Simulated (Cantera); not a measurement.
**FeCl3 + O2 + N2 (halide evaporation, hydrolysis and transport)**

Feed: 1 mol FeCl3, 0.046 mol O2, 3.2 mol N2, held at 0.133 bar.

Method: chemical equilibrium by Gibbs-energy minimisation in Cantera with the NASA 1993 tables (ideal gas, pure condensed phases). Candidate condensed phases: Fe, FeCl2, FeCl3, FeO, Fe2O3, Fe3O4; 19 gas species. The numbers say what is thermodynamically allowed, not how fast it happens.

```
T (°C)   x N2  x FeCl2    x Cl  x FeCl3    x Cl2
------  -----  -------  ------  -------  -------
1127    0.694    0.138  0.0190   0.0783   0.0598
1227    0.678    0.162  0.0396   0.0495   0.0613
1327    0.660    0.177  0.0698   0.0292   0.0537
1427    0.644    0.185   0.105   0.0161   0.0400
1527    0.630    0.189   0.138  0.00849   0.0254
1627    0.621    0.190   0.161  0.00434   0.0142
1727    0.615    0.190   0.175  0.00223  0.00751
```
x: gas mole fraction; nothing condenses.

From 1127 °C to 1727 °C nothing is condensed. The main Fe-bearing gas is FeCl2 throughout.
